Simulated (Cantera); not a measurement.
Input: 1 mol Si2Cl6, 0.35 mol Cl2, 3.4 mol H2, held at 950 K and 0.0520 bar.

Method: chemical equilibrium by Gibbs-energy minimisation in Cantera with the NASA 1993 tables (ideal gas, pure condensed phases). Candidate condensed phases: Si; 19 gas species. The feed counts by its element totals alone. The tables' values for SiCl3 are old estimates; treat these amounts as uncertain. Rates play no part.

Base state: H2 0.641, SiCl4 0.288, SiHCl3 0.0501, HCl 0.0169, SiCl3 0.00243, SiH2Cl2 0.000884, SiCl2 0.000682 (mole fractions); condensed: Si(s).

What changes in the equilibrium state with this change: H2 from 3.4 to 52 mol?


```json
[
 {"species": "H2", "before": "0.641", "after": "0.958"},
 {"species": "SiCl4", "before": "0.288", "after": "0.0214"},
 {"species": "HCl", "before": "0.0169", "after": "0.0108"},
 {"species": "SiHCl3", "before": "0.0501", "after": "0.00872"},
 {"species": "SiCl3", "before": "0.00243", "after": "0.000345"},
 {"species": "SiCl2", "before": "0.000682", "after": "0.000186"},
 {"species": "SiH2Cl2", "before": "0.000884", "after": "0.000360"},
 {"species": "Si(s), mol", "before": "0.276", "after": "0.333"}
]
```
